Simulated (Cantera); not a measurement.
Charge: 1 mol S, 0.014 mol SO₂, 0.96 mol N₂.

Method: chemical equilibrium by Gibbs-energy minimisation in Cantera with the NASA 1993 tables (ideal gas, pure condensed phases). Candidate condensed phases: S; 17 gas species. The ideal-gas law is rough above about 30 bar. Rates play no part.

Question: What condenses at these points (T in °C, P in Pa): (1127, 7600); (827, 280); (727, 5700000); (1227, 7600); (827, 7600)?

Answer: 
```csv
T (°C),P in Pa,condensed phases
1127,7600,gas only
827,280,gas only
727,5700000,S
1227,7600,gas only
827,7600,gas only
```
